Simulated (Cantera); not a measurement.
What does this Cantera script print?

```python
import numpy as np
import cantera as ct

gas_names = """
    AL ALCL ALCL2 ALCL3 ALO ALOCL ALO2 AL2 AL2CL6 AL2O AL2O2 CL CLO CL2 O O2 O3
""".split()
cond_names = """
    AL(cr) AL(L) ALCL3(s) ALCL3(L) AL2O3(a) AL2O3(L)
""".split()


# ... load() reads the species with a 1 bar reference pressure and builds the phases ...
atoms = {
    'Al2O3': {'AL': 2, 'O': 3},
    'Cl2': {'CL': 2},
    'O2': {'O': 2},
}
top_T = {}  # K; cautious upper limits of use, not melting points


# ... equilibrate(T, P, feed) seeds the gas with the atoms and calls Mixture.equilibrate('TP', solver="vcs", rtol=1e-11, max_steps=5000) ...
results = []
feed = {'Al2O3': 1, 'Cl2': 7.5, 'O2': 17}  # mol
T = 900  # K
P = 37  # Pa
mix = equilibrate(T, P, feed)
results.append((T, P, feed, dict(zip(mix.species_names, mix.species_moles))))
x = sorted(zip(gas.X, gas.species_names), reverse=True)
print(f"T = {T:g} K  P = {P:g} Pa  gas = {mix.phase_moles(0):.4g} mol")
print("   x: " + "  ".join(f"{s} {v:.3e}" for v, s in x if v > 1e-05))
print("   condensed (mol): " + ("  ".join(f"{mix.phase(i).name} {mix.phase_moles(i):.4g}"
      for i in range(1, mix.n_phases) if mix.phase_moles(i) > 1e-12) or "none"))
```

Output:

```
T = 900 K  P = 37 Pa  gas = 24.53 mol
   x: O2 6.931e-01  CL2 3.047e-01  CL 2.122e-03
   condensed (mol): AL2O3(a) 1
```

Method: chemical equilibrium by Gibbs-energy minimisation in Cantera with the NASA 1993 tables (ideal gas, pure condensed phases). Condensed phases not in the tables: AlOCl.
